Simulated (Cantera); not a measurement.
Charge: 1 mol MgSO₄, 0.067 mol H₂O, 6.4 mol CO₂, equilibrated at 1.60 bar.

Equilibrium computed with Cantera from the NASA thermochemical tables; the gas is ideal and each condensed phase is pure. Candidate condensed phases: C, C₆H₆, C₇H₈, C₈H₁₈, H₂O, H₂SO₄, Mg, MgCO₃, MgO, Mg(OH)₂, MgS, MgSO₄, S; 130 gas species. Mutual solubility and eutectic melting of coexisting phases are not modelled. Kinetics and transport are ignored.

x: gas mole fraction; n: condensed amount in mol.

| T (K) | x CO₂ | x SO₂ | x O₂ | x H₂O | x SO₃ | x CO | n MgSO₄(s) | n MgO(s) |
|---|---|---|---|---|---|---|---|---|
| 650 | 0.990 | 2.71e-11 | 1.33e-11 | 0.0104 | <1e-12 | <1e-12 | 1.00 | 0 |
| 750 | 0.990 | 6.33e-9 | 3.17e-9 | 0.0104 | … | 9.98e-12 | 1.00 | 0 |
| 850 | 0.990 | 7.55e-7 | 3.78e-7 | 0.0104 | … | 1.91e-10 | 1.000 | 0 |
| 950 | 0.990 | 3.22e-5 | 1.61e-5 | 0.0104 | … | 1.98e-9 | 1.000 | 0.000212 |
| 1050 | 0.989 | 0.000657 | 0.000328 | 0.0103 | … | 1.32e-8 | 0.996 | 0.00435 |
| 1150 | 0.978 | 0.00778 | 0.00389 | 0.0102 | … | 6.33e-8 | 0.948 | 0.0525 |
| 1250 | 0.897 | 0.0608 | 0.0304 | 0.00939 | … | 2.19e-7 | 0.549 | 0.451 |
| 1350 | 0.805 | 0.122 | 0.0612 | 0.00842 | … | 1.03e-6 | 0 | 1.00 |
| 1450 | 0.804 | 0.124 | 0.0619 | 0.00841 | … | 5.76e-6 | 0 | 1.00 |
| 1550 | 0.804 | 0.124 | 0.0622 | 0.00840 | … | 2.57e-5 | 0 | 1.00 |

### Question
Fill in the missing entries.

### Answer

- 750, x SO₃: 4.16e-11
- 850, x SO₃: 8.48e-9
- 950, x SO₃: 5.48e-7
- 1050, x SO₃: 1.56e-5
- 1150, x SO₃: 0.000241
- 1250, x SO₃: 0.00234
- 1350, x SO₃: 0.00336
- 1450, x SO₃: 0.00190
- 1550, x SO₃: 0.00115
